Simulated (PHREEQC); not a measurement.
Model water analysis in mg/kgw, 25 °C, pH 7.81:

```json
[
 {"constituent": "Na", "mg/kgw": "2290"},
 {"constituent": "K", "mg/kgw": "2080"},
 {"constituent": "Ca", "mg/kgw": "179"},
 {"constituent": "Mg", "mg/kgw": "404"},
 {"constituent": "Cl", "mg/kgw": "6850"},
 {"constituent": "S(6) as SO4", "mg/kgw": "302"},
 {"constituent": "Alkalinity as HCO3", "mg/kgw": "0.18"},
 {"constituent": "Br", "mg/kgw": "5.7"},
 {"constituent": "Li", "mg/kgw": "2.97"},
 {"constituent": "Sr", "mg/kgw": "2.41"}
]
```

Valence states are taken as typed.

The numbers come from PHREEQC with the Pitzer model, pitzer.dat.

The ionic strength comes out as 0.222 mol/kgw. What activity coefficients do Sr+2, Li+, Cl-, Na+, Ca+2 get?

Sr+2 0.30, Li+ 0.77, Cl- 0.71, Na+ 0.74, Ca+2 0.29. Single-ion values are on the MacInnes scale.

Precipitation was switched off in this run. Species that the database lacks are ignored.
